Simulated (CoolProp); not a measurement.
Vapour-liquid equilibrium of cyclohexane (1) + n-dodecane (2) at 507.8 K; x and y are mole fractions of (1).

Values from CoolProp's multi-fluid Helmholtz-energy mixture model, Zhou 2014 and Lemmon 2004; pair parameters Bell 2016.

```
x     bubble pressure (kPa)  y at the bubble point  dew pressure at overall composition x (kPa)  liquid density (mol/L)
----  ---------------------  ---------------------  -------------------------------------------  ----------------------
0.05                  215.1                  0.295                                        161.7                   3.473
0.2                   421.8                  0.669                                        190.8                   3.764
0.35                  666.3                  0.813                                        232.0                   4.099
0.5                   952.0                  0.889                                        294.7                   4.484
0.65                   1281                  0.935                                        402.6                   4.929
0.8                    1657                  0.967                                        632.4                   5.433
0.95                   2088                  0.992                                         1440                   5.967
```

No azeotrope shows between x = 0.05 and 0.95.

The pair parameters rest on a limited set of measurements; away from them the model extrapolates.
